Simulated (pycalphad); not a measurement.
## Phase fractions of Hf-2.09C (at.%)

All values are pycalphad results on the COST 507 light-alloy database (1999) (1 atm), not direct measurements. These are 1990s assessments: newer ones move some temperatures and phases. Amounts are mole fractions of atoms. Diffusion is slow at the low end, where real alloys seldom reach equilibrium.

| T (K) | LIQUID | HCP_A3 | BCC_A2 | FCC_A1 |
|---|---|---|---|---|
| 2550 | 1.000 | - | - | - |
| 2450 | - | 0.692 | 0.308 | - |
| 2350 | - | 0.842 | 0.158 | - |
| 2250 | - | ? | - | - |
| 700 | - | ? | - | ? |
| 600 | - | 0.986 | - | 0.014 |
| 500 | - | 0.977 | - | 0.023 |

Some entries are withheld; supply them.


- 2250, HCP_A3: 1.000
- 700, HCP_A3: 0.996
- 700, FCC_A1: 0.004

FCC_A1 is fcc; BCC_A2 is bcc; HCP_A3 is hcp. The fcc model also describes the rock-salt carbide or nitride (TiC, TiN, HfC).
